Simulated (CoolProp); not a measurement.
Vapour-liquid equilibrium of isohexane (1) + n-hexane (2) at 393.4 K; x and y are mole fractions of (1).

The numbers come from the multi-fluid Helmholtz-energy mixture model, Lemmon 2006 and Thol 2019; pair parameters Bell 2016 in CoolProp.

Task: Give the bubble pressure and the first vapour's composition at x = 0.05, 0.2, 0.95. Is there an azeotrope?

Result: x = 0.05: 0.4071 MPa, y = 0.060; x = 0.2: 0.4219 MPa, y = 0.232; x = 0.95: 0.4898 MPa, y = 0.957. No azeotrope shows between x = 0.05 and 0.95.

Pair parameters are fitted to limited data, so mixtures are less certain than the pure fluids.
